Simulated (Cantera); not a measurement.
Charge: 1 mol Si, 27 mol HCl, equilibrated at 1.00 bar.

Method: chemical equilibrium by Gibbs-energy minimisation in Cantera with the NASA 1993 tables (ideal gas, pure condensed phases). Candidate condensed phases: Si; 19 gas species. The tables' values for SiCl3 are old estimates; treat these amounts as uncertain. Rates play no part. All values below are at 1327 °C.

Base state: HCl 0.887, H2 0.0741, SiCl4 0.0341, SiCl3 0.00312, SiCl2 0.000701, SiHCl3 0.000412, Cl 0.000140, H 1.48e-5 (mole fractions); condensed: gas only.

Task: What changes in the equilibrium state with this change: pressure from 1.00 bar to 2.50 mbar?

Result: 
```
species    before     after
-------  --------  --------
HCl         0.887     0.911
H2         0.0741    0.0476
SiCl2    0.000701    0.0251
SiCl4      0.0341   0.00502
Cl       0.000140   0.00359
H         1.48e-5  0.000237
SiHCl3   0.000412   3.78e-5
SiCl3     0.00312   0.00715
```
